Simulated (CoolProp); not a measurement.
Vapour-liquid equilibrium of carbon dioxide (1) + R123 (2) at 246.1 K; x and y are mole fractions of (1).

The numbers come from the multi-fluid Helmholtz-energy mixture model, Span 1996 and Younglove 1994; pair parameters Bell 2016 in CoolProp.

Question: Give the bubble pressure and the first vapour's composition at x = 0.2, 0.875, 0.95. Is there an azeotrope?

Answer: x = 0.2: 233.1 kPa, y = 0.969; x = 0.875: 1326 kPa, y = 0.999; x = 0.95: 1476 kPa, y = 1.000. No azeotrope shows between x = 0.05 and 0.95.

The pair parameters rest on a limited set of measurements; away from them the model extrapolates.
